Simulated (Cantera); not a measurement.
Charge: 1 mol Al, 0.093 mol HCl, a varied amount of H₂, equilibrated at 575 °C and 900000 Pa.

These are equilibrium values from Cantera (NASA tables, ideal gas, pure condensed phases), not measurements of a reactor. Candidate condensed phases: Al, AlCl₃; 12 gas species. The tables' values for AlCl₂ are old estimates; treat these amounts as uncertain. Kinetics and transport are ignored.

x: gas mole fraction; n: condensed amount in mol.

| n(H₂) (mol) | x H₂ | x AlCl₃ | x Al₂Cl₆ | x AlCl₂ | n Al(s) |
|---|---|---|---|---|---|
| 0.13 | 0.890 | 0.0645 | 0.0458 | 5.15e-5 | 0.969 |
| 0.23 | 0.923 | 0.0495 | 0.0270 | 4.32e-5 | 0.969 |
| 0.43 | 0.952 | 0.0350 | 0.0135 | 3.42e-5 | 0.969 |
| 0.79 | 0.970 | ___ | ___ | 2.64e-5 | 0.969 |
| 1.5 | 0.983 | 0.0148 | 0.00242 | 1.93e-5 | 0.969 |
| 2.7 | 0.990 | 0.00927 | 0.000945 | 1.41e-5 | 0.969 |
| 5 | 0.994 | ___ | ___ | 9.90e-6 | 0.969 |
| 9.2 | 0.997 | 0.00312 | 0.000107 | 6.83e-6 | 0.969 |

Q: What belongs in the gaps?

A: 
- 5, x AlCl₃: 0.00544
- 5, x Al₂Cl₆: 0.000326
- 0.79, x AlCl₃: 0.0236
- 0.79, x Al₂Cl₆: 0.00615
